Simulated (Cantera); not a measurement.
Cantera with NASA thermochemical tables; ideal gases at 1 bar, condensed phases pure. Values are per mole of reaction as written; species without (g) are pure solids or liquids, kept so even where they would boil at 1 bar.

4 Ti₃O₅ + H₂(g) ⇌ H₂O₂(g) + 6 Ti₂O₃, with ΔH° = 575.5 kJ and ΔS° = 51.5 J/K at 300 K.

Problem. How far is the shortcut ΔG° ≈ ΔH°(300 K) − T·ΔS°(300 K) from the full temperature-dependent value at 1173, 1198, 1223, 1248, 1273, 1298, 1323 K?

Solution. 
```tsv
T (K)	shortcut (kJ)	full (kJ)	difference (kJ)	difference in log10 K
1173	515.1	562.6	-47.5	2.11
1198	513.8	562.1	-48.3	2.10
1223	512.6	561.6	-49.1	2.10
1248	511.3	561.1	-49.8	2.08
1273	510.0	560.5	-50.5	2.07
1298	508.7	560.0	-51.3	2.06
1323	507.4	559.4	-52.0	2.05
```
The shortcut ignores the heat-capacity change of the reaction.
